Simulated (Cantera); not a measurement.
A freely propagating, adiabatic, planar premixed flame of CH4 : CO : O2 : N2 = 1 : 0.032 : 1.55 : 5.89 (molar parts), equivalence ratio 1.3, unburnt at 425 K and 330 Torr; mixture-averaged transport, grid criteria slope 0.08 and curve 0.16, no radiation.

Cantera simulation using GRI-Mech 3.0 (53 species, 325 reactions); the numbers are that mechanism's predictions, not measurements. Burning velocities carry a grid error of a few per cent, more on coarse grids.

x: mole fraction of selected species; z is measured from the peak of heat release.

```tsv
z (mm)	T (K)	u (m/s)	x CH4	x CO	x O2	x H	x H2	x NO
-2.67	425	0.634	0.118	0.00377	0.183	<1e-8	0.00159	<1e-8
-1.78	427	0.640	0.117	0.00379	0.182	<1e-8	0.00535	<1e-8
-1.33	439	0.660	0.116	0.00400	0.180	<1e-8	0.0105	___
-0.890	535	0.815	0.108	0.00648	0.173	9.46e-7	0.0212	___
-0.445	1023	1.59	0.0729	0.0254	0.132	0.000144	0.0372	___
-0.222	1436	2.27	0.0392	0.0474	0.0875	0.000901	0.0448	___
0	1789	2.86	0.0103	0.0694	0.0408	0.00379	0.0478	___
0.222	1948	3.11	0.00115	0.0750	0.0145	0.00773	0.0446	___
0.445	1988	3.17	8.14e-5	0.0707	0.00535	0.0100	0.0420	___
0.890	2007	3.19	4.20e-7	0.0642	0.00184	0.0108	0.0419	___
1.78	2024	3.21	<1e-8	0.0616	0.00126	0.00995	0.0427	6.61e-5
3.56	2046	3.24	<1e-8	0.0614	0.000934	0.00839	0.0427	6.91e-5
7.12	2072	3.27	<1e-8	0.0617	0.000579	0.00639	0.0427	7.17e-5
```

Q: Complete the blanks.

A: 
- -1.33, x NO: 3.56e-8
- -0.890, x NO: 4.73e-7
- -0.445, x NO: 4.96e-6
- -0.222, x NO: 1.06e-5
- 0, x NO: 2.01e-5
- 0.222, x NO: 3.41e-5
- 0.445, x NO: 4.69e-5
- 0.890, x NO: 5.95e-5
